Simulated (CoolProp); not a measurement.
Aqueous potassium formate as a coolant, 24 % by mass, freezing at -15.0 °C, 1 atm.

The numbers come from the Melinder's fits for secondary coolants in CoolProp.

| T (°C) | Prandtl number | conductivity (W/(m K)) | viscosity (mPa s) | density (kg/m³) |
|---|---|---|---|---|
| -7.4 | 19.1 | 0.518 | 3.01 | 1157 |
| -0.7 | 15.4 | 0.526 | 2.45 | 1155 |
| 6 | 12.6 | 0.535 | 2.04 | 1153 |
| 12.7 | 10.6 | 0.543 | 1.73 | 1151 |
| 19.4 | 8.98 | 0.552 | 1.49 | 1149 |
| 26.1 | 7.74 | 0.560 | 1.30 | 1146 |
| 32.9 | 6.73 | 0.569 | 1.14 | 1144 |
| 39.6 | 5.91 | 0.577 | 1.02 | 1141 |
